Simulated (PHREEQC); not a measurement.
Model water analysis in mg/kgw, 25 °C, pH 6.29, pe 10.8:

```tsv
constituent	mg/kgw
Na	0.0175
K	0.00205
Ca	0.00931
Mg	0.000223
Cl	0.0365
S(6) as SO4	0.00987
Alkalinity as HCO3	0.00594
Ni	0.000442
Cu(2)	4.25e-05
F	4.5e-05
O(0) (dissolved oxygen)	0.000113
```

Valence states are taken as typed.

Model: ion-association model, wateq4f.dat, run in PHREEQC.

| quantity | before | after |
|---|---|---|
| ionic strength (mol/kgw) | 2.19e-6 | 3.30e-6 |
| CO2 (mol/kgw) | 6.81e-7 | 6.25e-6 |
| HCO3- (mol/kgw) | 5.91e-7 | 1.72e-6 |
| Cu+2 (mol/kgw) | 6.09e-10 | 6.59e-10 |
| CO3-2 (mol/kgw) | 5.43e-11 | 4.99e-11 |
| SI of Tenorite (CuO) | -4.26 | -5.22 |
| SI of Cu(OH)2 (Cu(OH)2) | -5.28 | -6.24 |

Task: Name the change that produced these shifts.
A. all concentrations times 3 at the same typed pH
B. pH from 6.29 to 5.79 at the same alkalinity
C. O(0) from 0.000113 to 0.000226 mg/kgw
D. Alkalinity from 0.00594 to 0.00297 mg/kgw

Result: B, pH from 6.29 to 5.79 at the same alkalinity

Precipitation was switched off in this run.
